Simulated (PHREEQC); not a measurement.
0.1 mol of Fluorite (CaF2) is brought to equilibrium with 1 kg of water holding 0.03 mol NaCl, at 25 °C, the pH being set by adding NaOH or HCl. O2 is buffered at 0.21 atm. CO2 from the air is kept out. Only these solids could form: Fluorite.

All values are PHREEQC results (ion-association model, phreeqc.dat), not measurements.

```csv
pH,dissolved Ca (mol/kgw),dissolved F (mol/kgw),HF (mol/kgw),CaOH+ (mol/kgw)
3,0.000443,0.000886,0.000489,4.58e-14
3.75,0.000294,0.000588,0.000106,1.72e-13
4.5,0.000264,0.000528,1.99e-5,8.70e-13
5.25,0.000258,0.000517,3.58e-6,…
6,0.000257,0.000515,6.37e-7,…
6.75,0.000257,0.000514,1.13e-7,…
8.25,0.000257,0.000514,3.58e-9,4.77e-9
9,0.000257,0.000514,6.37e-10,2.68e-8
9.75,0.000257,0.000515,…,1.51e-7
10.5,0.000258,0.000516,2.02e-11,…
11.25,0.000261,0.000522,…,4.70e-6
12,0.000278,0.000556,6.67e-13,2.49e-5
```

Problem. Fill in the missing entries.

Solution. 
- 5.25, CaOH+ (mol/kgw): 4.79e-12
- 6, CaOH+ (mol/kgw): 2.68e-11
- 6.75, CaOH+ (mol/kgw): 1.51e-10
- 9.75, HF (mol/kgw): 1.13e-10
- 10.5, CaOH+ (mol/kgw): 8.46e-7
- 11.25, HF (mol/kgw): 3.62e-12
